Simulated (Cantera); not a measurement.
# Thermodynamics of silicon carbide growth, feed Si(CH3)4 + CH4 + H2

Charge: 1 mol Si(CH3)4, 0.086 mol CH4, 21 mol H2, equilibrated at 1750 K and 1.33 mbar.

These are equilibrium values from Cantera (NASA tables, ideal gas, pure condensed phases), not measurements of a reactor. Candidate condensed phases: C, C6H6, C7H8, C8H18, Si, SiC; 87 gas species. Equilibrium is a limit: real reactors are often held back by kinetics, nucleation or transport.

| Item | Value |
|---|---|
| x(H2) | 0.994 |
| x(H) | 0.00635 |
| x(C2H2 (acetylene)) | 0.000114 |
| x(Si) | 2.14e-5 |
| x(CH4) | 1.20e-6 |
| x(SiH) | 1.03e-6 |
| n(C(graphite)) | 3.08 mol |
| n(SiC(s)) | 0.999 mol |
| gas amount | 27.26 mol |
| log10 activity of Si(l) (absent) | -1.72 |
